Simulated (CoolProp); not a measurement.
Properties of dimethyl carbonate along the isobar 0.101 MPa.

Model: reference Helmholtz-energy equation of state, Zhou 2011, in CoolProp.

```json
[
 {"T (K)": "378.2", "phase": "gas", "cp (kJ/(kg K))": "1.404", "speed of sound (m/s)": "189.2", "isothermal compressibility (1/MPa)": "10.16", "expansivity (1/kK)": "2.876"},
 {"T (K)": "400.4", "phase": "gas", "cp (kJ/(kg K))": "1.456", "speed of sound (m/s)": "195.1", "isothermal compressibility (1/MPa)": "10.12", "expansivity (1/kK)": "2.675"},
 {"T (K)": "422.7", "phase": "gas", "cp (kJ/(kg K))": "1.509", "speed of sound (m/s)": "200.8", "isothermal compressibility (1/MPa)": "10.08", "expansivity (1/kK)": "2.503"},
 {"T (K)": "444.9", "phase": "gas", "cp (kJ/(kg K))": "1.560", "speed of sound (m/s)": "206.3", "isothermal compressibility (1/MPa)": "10.05", "expansivity (1/kK)": "2.357"},
 {"T (K)": "467.1", "phase": "gas", "cp (kJ/(kg K))": "1.609", "speed of sound (m/s)": "211.5", "isothermal compressibility (1/MPa)": "10.03", "expansivity (1/kK)": "2.229"},
 {"T (K)": "489.4", "phase": "gas", "cp (kJ/(kg K))": "1.657", "speed of sound (m/s)": "216.7", "isothermal compressibility (1/MPa)": "10.01", "expansivity (1/kK)": "2.115"},
 {"T (K)": "511.6", "phase": "gas", "cp (kJ/(kg K))": "1.703", "speed of sound (m/s)": "221.6", "isothermal compressibility (1/MPa)": "9.995", "expansivity (1/kK)": "2.014"},
 {"T (K)": "533.9", "phase": "gas", "cp (kJ/(kg K))": "1.747", "speed of sound (m/s)": "226.5", "isothermal compressibility (1/MPa)": "9.983", "expansivity (1/kK)": "1.923"}
]
```
